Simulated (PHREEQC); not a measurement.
A solution holds 0.034 mol H2SO4, 0.064 mol FeSO4 and 8.4e-05 mol MnSO4 per kg of water, at 25 °C. Closed to the air; pH follows from the charge balance.

Computed with PHREEQC (ion-association model, phreeqc.dat).

```tsv
quantity	before	after
pH	1.63	2.36
ionic strength (mol/kgw)	0.179	0.0255
SO4-2 (mol/kgw)	0.0364	0.00636
HSO4- (mol/kgw)	0.0337	0.00175
```

Question: What was changed between the two runs?
A) FeSO4 from 0.064 to 0.32 mol/kgw
B) FeSO4 left out
C) diluted 10-fold with water
D) H2SO4 left out
E) MnSO4 left out

Answer: C, diluted 10-fold with water

This is a speciation only: nothing precipitates in the calculation.
